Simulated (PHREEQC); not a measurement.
## Copper plating or etch bath (model solution)

Dissolve 0.013 mol Cu(NO3)2, 0.033 mol HBF4 and 1.7 mol NaCl per kg of water at 25 °C. Closed to the air; pH follows from the charge balance.

All values are PHREEQC results (ion-association model, phreeqc.dat), not measurements.

```json
{
 "pH": "1.63",
 "ionic_strength": "1.76 mol/kgw",
 "activity_of_water": "0.940",
 "density": "1.066 g/cm³",
 "total_alkalinity": "-132 meq/kg"
}
```

```
species  molality  activity   log γ
-------  --------  --------  ------
Na+          1.70      1.35  -0.099
Cl-          1.69     0.992  -0.232
H+         0.0323    0.0235  -0.137
BF4-       0.0304    0.0289  -0.022
NO3-       0.0260    0.0132  -0.293
Cu+2      0.00646   0.00115  -0.749
HF        0.00619   0.00928   0.176
CuCl+     0.00543   0.00308  -0.247
H3BO3     0.00135   0.00202   0.176
BF3OH-    0.00113   0.00108  -0.022
CuCl2     0.00109   0.00164   0.176
```

No solid was allowed to form. Ionic strength above about 0.7 mol/kgw puts this run outside the model's range. Real BF4- forms and hydrolyses slowly; the run takes it at equilibrium.
